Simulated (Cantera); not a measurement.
An isothermal, constant-pressure homogeneous reactor starts with CH3OH : O2 : N2 = 0.028 : 0.0052 : 1 (molar parts), equivalence ratio 8.1, at 1175 K and 17.0 bar. Integrator tolerance rtol = 1e-08.

Detailed kinetics in Cantera: GRI-Mech 3.0 (53 species, 325 reactions). GRI-Mech 3.0 was tuned for natural gas; its chemistry of methanol as a main component is partial and can be far from experiment. The pressure lies above the range GRI-Mech 3.0 was tuned for (to about 10 atm).

Task: What does this change do: CH3OH 0.028 to 0.021 parts?

Result: 
```
quantity                                               before                                      after
------------------  -----------------------------------------  -----------------------------------------
x(CH3OH) at 4.00 s  6.68e-11 (gas-phase equilibrium 5.66e-11)  3.04e-11 (gas-phase equilibrium 2.20e-11)
x(O2) at 4.00 s         <1e-12 (gas-phase equilibrium <1e-12)    8.67e-12 (gas-phase equilibrium <1e-12)
x(C2H6) at 4.00 s    5.29e-7 (gas-phase equilibrium 4.55e-11)   1.67e-7 (gas-phase equilibrium 4.90e-12)
x(N2O) at 4.00 s      2.66e-12 (gas-phase equilibrium <1e-12)    4.67e-12 (gas-phase equilibrium <1e-12)
x(H2O) at 4.00 s      0.00965 (gas-phase equilibrium 0.00688)    0.00968 (gas-phase equilibrium 0.00697)
x(CO) at 4.00 s         0.0253 (gas-phase equilibrium 0.0230)      0.0193 (gas-phase equilibrium 0.0169)
```

Task: What does this change do: temperature 1175 to 1073 K?

Result: 
```csv
quantity,before,after
x(CH3OH) at 4.00 s,6.68e-11 (gas-phase equilibrium 5.66e-11),1.74e-10 (gas-phase equilibrium 1.46e-10)
x(O2) at 4.00 s,<1e-12 (gas-phase equilibrium <1e-12),<1e-12 (gas-phase equilibrium <1e-12)
x(C2H6) at 4.00 s,5.29e-7 (gas-phase equilibrium 4.55e-11),4.02e-6 (gas-phase equilibrium 1.68e-9)
x(N2O) at 4.00 s,2.66e-12 (gas-phase equilibrium <1e-12),1.30e-9 (gas-phase equilibrium <1e-12)
x(H2O) at 4.00 s,0.00965 (gas-phase equilibrium 0.00688),0.00989 (gas-phase equilibrium 0.00656)
x(CO) at 4.00 s,0.0253 (gas-phase equilibrium 0.0230),0.0252 (gas-phase equilibrium 0.0219)
```
